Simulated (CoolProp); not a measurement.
Vapour-liquid equilibrium of C2F6 (R116) (1) + R143a (2) at 746 kPa; x and y are mole fractions of (1).

The numbers come from the multi-fluid Helmholtz-energy mixture model, Lemmon 2006 and Lemmon and Jacobsen 2000; pair parameters Bell 2016 in CoolProp.

**Question.** Give the bubble temperature and the first vapour's composition at x = 0.35, 0.65, 0.8. Is there an azeotrope?

**Answer.** x = 0.35: 251.9 K, y = 0.666; x = 0.65: 245.6 K, y = 0.803; x = 0.8: 243.8 K, y = 0.866. No azeotrope shows between x = 0.05 and 0.95.

Pair parameters are fitted to limited data, so mixtures are less certain than the pure fluids.
